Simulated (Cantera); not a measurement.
A Cantera script and what it prints.

```python
import numpy as np
import cantera as ct

gas_names = """
    AL ALH ALO ALOH ALO2 ALO2H AL2 AL2O AL2O2 H HALO HO2 H2 H2O H2O2 O OH O2 O3 Si SiH SiH2 SiH3 SiH4
    SiO SiO2 Si2 Si3
""".split()
cond_names = """
    AL(cr) AL(L) AL2O3(a) AL2O3(L) AL2SiO5(an) AL6Si2O13(s) H2O(s) H2O(L) Si(cr) Si(L) SiO2(Lqz)
    SiO2(hqz) SiO2(L)
""".split()


# ... load() reads the species with a 1 bar reference pressure and builds the phases ...
atoms = {
    'SiO2': {'Si': 1, 'O': 2},
    'Al2O3': {'AL': 2, 'O': 3},
    'H2': {'H': 2},
}
top_T = {'AL2SiO5(an)': 2000, 'AL6Si2O13(s)': 2100}  # K; cautious upper limits of use, not melting points


# ... equilibrate(T, P, feed) seeds the gas with the atoms and calls Mixture.equilibrate('TP', solver="vcs", rtol=1e-11, max_steps=5000) ...
results = []
feed = {'SiO2': 1, 'Al2O3': 0.42, 'H2': 0.16}  # mol
P = 133.322  # Pa
for T in [1148, 1198, 1248, 1298, 1348, 1398, 1448, 1498, 1548, 1598, 1648, 1698, 1748]:
    mix = equilibrate(T, P, feed)
    results.append((T, P, feed, dict(zip(mix.species_names, mix.species_moles))))

top = {s: max(r[3][s] / sum(r[3][g] for g in gas_names) for r in results) for s in gas_names}
cols = sorted((s for s in top if top[s] > 0.001), key=lambda s: -top[s])[:8]
seen = [c for c in cond_names if any(r[3].get(c, 0) > 1e-12 for r in results)]
print("log10 of partial pressures in bar; condensed amounts in mol")
print(f"{'T/K':>10s}" + "".join(f"{s[:9]:>10s}" for s in cols + seen))
for T, P, feed, n in results:
    ng = sum(n[g] for g in gas_names)
    print(f"{T:10.4g}" + "".join(f"{np.log10(max(n[s] / ng * P / 1e5, 1e-99)):10.3f}" for s in cols)
          + "".join(f"{n.get(c, 0):10.4g}" for c in seen))
```

Output:

```
log10 of partial pressures in bar; condensed amounts in mol
       T/K        H2       SiO       H2O         H AL2SiO5(a AL6Si2O13 SiO2(hqz)   SiO2(L)
      1148    -2.875    -8.732    -8.732    -8.582      0.42         0      0.58         0
      1198    -2.875    -8.211    -8.211    -8.159      0.42         0      0.58         0
      1248    -2.875    -7.733    -7.733    -7.768      0.42         0      0.58         0
      1298    -2.875    -7.293    -7.293    -7.408         0      0.14      0.72         0
      1348    -2.875    -6.886    -6.886    -7.073         0      0.14      0.72         0
      1398    -2.875    -6.509    -6.509    -6.763         0      0.14      0.72         0
      1448    -2.876    -6.159    -6.159    -6.473         0      0.14    0.7199         0
      1498    -2.876    -5.834    -5.834    -6.203         0      0.14    0.7198         0
      1548    -2.877    -5.530    -5.530    -5.950         0      0.14    0.7196         0
      1598    -2.879    -5.246    -5.246    -5.714         0      0.14    0.7193         0
      1648    -2.883    -4.981    -4.981    -5.492         0      0.14    0.7187         0
      1698    -2.889    -4.733    -4.734    -5.284         0      0.14         0    0.7177
      1748    -2.899    -4.506    -4.506    -5.090         0      0.14         0    0.7162
```

Equilibrium computed with Cantera from the NASA thermochemical tables; the gas is ideal and each condensed phase is pure. Mutual solubility and eutectic melting of coexisting phases are not modelled. The tables hold silica as quartz up to 1696 K and as liquid above; real silica turns to tridymite and cristobalite and melts near 1996 K. Condensed phases not in the tables: alloys, solid solutions and most ternary compounds.
